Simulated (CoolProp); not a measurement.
A closed Brayton cycle with dry air: compressor inlet 333.15 K and 5.8 MPa, high pressure 10.6 MPa, turbine inlet 685 K, compressor efficiency 0.89, turbine efficiency 0.93, recuperator effectiveness 0.8 (on enthalpy, no pinch check). Each further row changes one setting.

The numbers come from the reference Helmholtz-energy equation of state, Lemmon 2000 in CoolProp. It is a pseudo-pure fit of the blend.

| case | thermal efficiency (%) | net work (kJ/kg) | compressor to turbine work | compressor exit (K) | turbine exit (K) |
|---|---|---|---|---|---|
| as stated | 22.3 | 32.9 | 0.69 | 404.4 | 588.4 |
| turbine inlet 635 K | 19.3 | 25.2 | 0.74 | 404.4 | 544.4 |
| compressor inlet 343.15 K | 21.1 | 30.6 | 0.71 | 416.4 | 588.4 |
| high pressure 9.01 MPa | 20.8 | 27.0 | 0.65 | 384.0 | 613.1 |
| recuperator effectiveness 0.5 | 16.0 | 32.9 | 0.69 | 404.4 | 588.4 |
